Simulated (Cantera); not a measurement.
## Formation from one mole of O2

Standard-state values (1 bar) from the NASA 1993 polynomials, evaluated with Cantera. Values are per mole of reaction as written; species without (g) are pure solids or liquids, kept so even where they would boil at 1 bar.

2 Ti + O2(g) → 2 TiO(g)

```
T (K)  ΔH° (kJ)  ΔS° (J/K)  ΔG° (kJ)  log10 K  condensed phases
-----  --------  ---------  --------  -------  ----------------
300       108.8      200.3      48.7    -8.48             Ti(α)
1498       76.1      162.7    -167.7     5.85             Ti(β)
1523       75.4      162.3    -171.8     5.89             Ti(β)
1548       74.7      161.9    -175.8     5.93             Ti(β)
1573       74.0      161.4    -179.8     5.97             Ti(β)
1598       73.3      161.0    -183.9     6.01             Ti(β)
```

0.6667 Cr + O2(g) → 0.6667 CrO3(g)

```
T (K)  ΔH° (kJ)  ΔS° (J/K)  ΔG° (kJ)  log10 K
-----  --------  ---------  --------  -------
300      -195.3      -43.5    -182.2    31.73
1498     -200.7      -50.2    -125.5     4.38
1523     -200.9      -50.4    -124.2     4.26
1548     -201.2      -50.5    -123.0     4.15
1573     -201.5      -50.7    -121.7     4.04
1598     -201.7      -50.9    -120.4     3.94
```

2 H2(g) + O2(g) → 2 H2O(g)

| T (K) | ΔH° (kJ) | ΔS° (J/K) | ΔG° (kJ) | log10 K |
|---|---|---|---|---|
| 300 | -483.7 | -89.0 | -457.0 | 79.57 |
| 1498 | -500.4 | -114.5 | -328.9 | 11.47 |
| 1523 | -500.6 | -114.6 | -326.1 | 11.18 |
| 1548 | -500.7 | -114.7 | -323.2 | 10.91 |
| 1573 | -500.9 | -114.8 | -320.3 | 10.64 |
| 1598 | -501.0 | -114.9 | -317.5 | 10.38 |

1.333 Ti + O2(g) → 0.6667 Ti2O3

```json
[
 {"T (K)": "300", "ΔH° (kJ)": "-1013.9", "ΔS° (J/K)": "-194.4", "ΔG° (kJ)": "-955.6", "log10 K": "166.37", "condensed phases": "Ti(α), Ti2O3(s)"},
 {"T (K)": "1498", "ΔH° (kJ)": "-995.4", "ΔS° (J/K)": "-168.9", "ΔG° (kJ)": "-742.3", "log10 K": "25.88", "condensed phases": "Ti(β), Ti2O3(s)"},
 {"T (K)": "1523", "ΔH° (kJ)": "-994.9", "ΔS° (J/K)": "-168.6", "ΔG° (kJ)": "-738.1", "log10 K": "25.32", "condensed phases": "Ti(β), Ti2O3(s)"},
 {"T (K)": "1548", "ΔH° (kJ)": "-994.4", "ΔS° (J/K)": "-168.3", "ΔG° (kJ)": "-733.9", "log10 K": "24.76", "condensed phases": "Ti(β), Ti2O3(s)"},
 {"T (K)": "1573", "ΔH° (kJ)": "-993.9", "ΔS° (J/K)": "-168.0", "ΔG° (kJ)": "-729.7", "log10 K": "24.23", "condensed phases": "Ti(β), Ti2O3(s)"},
 {"T (K)": "1598", "ΔH° (kJ)": "-993.5", "ΔS° (J/K)": "-167.7", "ΔG° (kJ)": "-725.5", "log10 K": "23.71", "condensed phases": "Ti(β), Ti2O3(s)"}
]
```
